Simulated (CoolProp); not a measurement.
Properties of propylene along the isotherm 244.2 K (Tc = 364.2 K, pc = 45.55 bar, ω = 0.146).

Values from CoolProp's reference Helmholtz-energy equation of state, Lemmon 2013.

```csv
p (bar),phase,Z,isothermal compressibility (1/MPa)
0.072,gas,0.9981,139.2
0.148,gas,0.9961,67.84
0.304,gas,0.9919,33.17
0.624,gas,0.9832,16.30
1.28,gas,0.9649,8.108
2.63,liquid,0.009296,0.002439
5.4,liquid,0.01907,0.002422
11.1,liquid,0.03915,0.002388
22.8,liquid,0.08020,0.002321
```
